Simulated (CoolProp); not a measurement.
Saturation properties of c-C4F8 (RC318) (Tc = 388.4 K, pc = 2778 kPa, ω = 0.355).

Computed with CoolProp (reference Helmholtz-energy equation of state, Platzer 1990). This equation is an older, rougher fit; its heat capacities, sound speeds and derivatives of the liquid may be far off and weren't checked against measurements.

```json
[
 {"T (K)": "242.8", "p (kPa)": "32.64", "vapour density (kg/m³)": "(withheld)", "enthalpy of vaporisation (kJ/kg)": "125.2", "liquid viscosity (µPa s)": "881"},
 {"T (K)": "248.8", "p (kPa)": "(withheld)", "vapour density (kg/m³)": "4.379", "enthalpy of vaporisation (kJ/kg)": "123.2", "liquid viscosity (µPa s)": "791"},
 {"T (K)": "254.7", "p (kPa)": "58.63", "vapour density (kg/m³)": "5.704", "enthalpy of vaporisation (kJ/kg)": "121.2", "liquid viscosity (µPa s)": "715"},
 {"T (K)": "260.6", "p (kPa)": "76.54", "vapour density (kg/m³)": "(withheld)", "enthalpy of vaporisation (kJ/kg)": "119.1", "liquid viscosity (µPa s)": "647"},
 {"T (K)": "266.5", "p (kPa)": "98.52", "vapour density (kg/m³)": "9.292", "enthalpy of vaporisation (kJ/kg)": "117.0", "liquid viscosity (µPa s)": "(withheld)"},
 {"T (K)": "272.5", "p (kPa)": "(withheld)", "vapour density (kg/m³)": "11.70", "enthalpy of vaporisation (kJ/kg)": "114.8", "liquid viscosity (µPa s)": "534"},
 {"T (K)": "278.4", "p (kPa)": "157.7", "vapour density (kg/m³)": "14.51", "enthalpy of vaporisation (kJ/kg)": "112.5", "liquid viscosity (µPa s)": "487"},
 {"T (K)": "284.3", "p (kPa)": "195.7", "vapour density (kg/m³)": "17.84", "enthalpy of vaporisation (kJ/kg)": "110.1", "liquid viscosity (µPa s)": "445"},
 {"T (K)": "290.3", "p (kPa)": "241.2", "vapour density (kg/m³)": "21.81", "enthalpy of vaporisation (kJ/kg)": "107.7", "liquid viscosity (µPa s)": "407"},
 {"T (K)": "296.2", "p (kPa)": "293.5", "vapour density (kg/m³)": "26.37", "enthalpy of vaporisation (kJ/kg)": "105.1", "liquid viscosity (µPa s)": "373"},
 {"T (K)": "302.1", "p (kPa)": "353.9", "vapour density (kg/m³)": "(withheld)", "enthalpy of vaporisation (kJ/kg)": "102.4", "liquid viscosity (µPa s)": "342"}
]
```

Question: Some entries are withheld; supply them.

Answer: 
- 242.8, vapour density (kg/m³): 3.296
- 248.8, p (kPa): 44.23
- 260.6, vapour density (kg/m³): 7.326
- 266.5, liquid viscosity (µPa s): 588
- 272.5, p (kPa): 125.7
- 302.1, vapour density (kg/m³): 31.68

It boils at 267.2 K under 1 atm.

Viscosity comes from a separate model (Huber 2003), an estimate that may be off by 10 % or more.
